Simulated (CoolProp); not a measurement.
Sulfur dioxide at several states: fugacity coefficient from the reference equation and from simpler models built on Tc = 430.6 K, pc = 7.887 MPa, ω = 0.256; each cubic takes its own stable root.

Values from CoolProp's reference Helmholtz-energy equation of state, Gao 2016.

| T (K) | p (MPa) | phase | reference |
|---|---|---|---|
| 218.2 | 0.0316 | liquid | 0.2604 |
| 254.1 | 0.0907 | liquid | 0.7190 |
| 405 | 0.473 | gas | 0.9743 |
| 302.6 | 6.08 | liquid | 0.07710 |

Question: How far does each simpler model (van der Waals, Redlich-Kwong) lie from the reference over these 4 states: mean and median of the absolute difference, and the worst?

Answer: 
- van der Waals: mean 140.1 %, median 139.0 %, worst +281.9 % at 218.2 K and 0.0316 MPa
- Redlich-Kwong: mean 63.0 %, median 46.7 %, worst +158.3 % at 218.2 K and 0.0316 MPa

At some of these states van der Waals, Redlich-Kwong gives the other phase, because its saturation line lies elsewhere.
